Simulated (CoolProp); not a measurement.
cis-2-butene at 450.54 K and 11.3 MPa is throttled through a valve to 7.84 MPa with no heat exchange. Each further row changes one setting.

Values from CoolProp's reference Helmholtz-energy equation of state, Lemmon 2005. It is a short technical equation, of lower accuracy than the large ones.

| case | temperature change (K) | final phase | final density (kg/m³) |
|---|---|---|---|
| as stated | ___ | supercritical | ___ |
| outlet pressure 2.35 MPa | ___ | ___ | ___ |
| outlet pressure 10.2 MPa | ___ | supercritical | ___ |

### Question
Some entries are withheld; supply them.

### Answer

- as stated, temperature change (K): -3.9
- as stated, final density (kg/m³): 395
- outlet pressure 2.35 MPa, temperature change (K): -50.4
- outlet pressure 2.35 MPa, final phase: two-phase, vapour fraction 0.579
- outlet pressure 2.35 MPa, final density (kg/m³): 96.8
- outlet pressure 10.2 MPa, temperature change (K): -1.0
- outlet pressure 10.2 MPa, final density (kg/m³): 417
